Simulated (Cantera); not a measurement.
Charge: 1 mol SiC, 0.2 mol CO2, 99 mol H2, at 20000 Pa.

Cantera equilibrium calculation (NASA polynomials, part measured and part estimated; ideal gas, pure solids and liquids). Candidate condensed phases: C, C6H6, C7H8, C8H18, H2O, Si, SiC, SiO2; 123 gas species. Mutual solubility and eutectic melting of coexisting phases are not modelled. The tables hold silica as quartz up to 1696 K and as liquid above; real silica turns to tridymite and cristobalite and melts near 1996 K. Gases not in the tables: Si2H6 and higher silanes. Rates play no part.

log p: log10 of the partial pressure in bar; n: condensed amount in mol.

| T (K) | log p H2 | log p CO | log p H | log p SiO | log p CH4 | n SiC(s) | n SiO2(β-quartz) |
|---|---|---|---|---|---|---|---|
| 1423 | -0.70 | -3.28 | … | -4.71 | -4.53 | 0.926 | 0.0648 |
| 1498 | -0.70 | -3.24 | … | -3.85 | -5.04 | 0.909 | 0.0206 |
| 1573 | -0.70 | -3.22 | … | -3.69 | -5.19 | 0.899 | 0 |
| 1648 | -0.70 | -3.22 | … | -3.69 | -5.27 | 0.899 | 0 |
| 1723 | -0.70 | -3.22 | … | -3.69 | -5.34 | 0.899 | 0 |
| 1798 | -0.70 | -3.22 | … | -3.69 | -5.41 | 0.898 | 0 |
| 1873 | -0.70 | -3.22 | … | -3.70 | -5.46 | 0.897 | 0 |
| 1948 | -0.70 | -3.22 | … | -3.70 | -5.51 | 0.894 | 0 |

**Question.** Some entries are withheld; supply them.

**Answer.** 
- 1423, log p H: -5.53
- 1498, log p H: -5.12
- 1573, log p H: -4.74
- 1648, log p H: -4.40
- 1723, log p H: -4.09
- 1798, log p H: -3.80
- 1873, log p H: -3.54
- 1948, log p H: -3.30
